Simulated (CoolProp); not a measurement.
Aqueous calcium chloride as a coolant, 4 % by mass, freezing at -1.8 °C, 1 atm.

Model: Melinder's fits for secondary coolants, in CoolProp.

| T (°C) | density (kg/m³) | cp (kJ/(kg K)) | conductivity (W/(m K)) | Prandtl number |
|---|---|---|---|---|
| 5.6 | 1033 | 3.936 | 0.569 | 11.2 |
| 14.1 | 1031 | 3.939 | 0.584 | 8.66 |
| 22.6 | ? | 3.946 | ? | ? |
| 31.1 | 1028 | 3.956 | 0.612 | 5.66 |
| 39.5 | 1023 | 3.968 | 0.626 | 4.72 |

### Question
Complete the blanks.

### Answer

- 22.6, density (kg/m³): 1030
- 22.6, conductivity (W/(m K)): 0.598
- 22.6, Prandtl number: 6.91
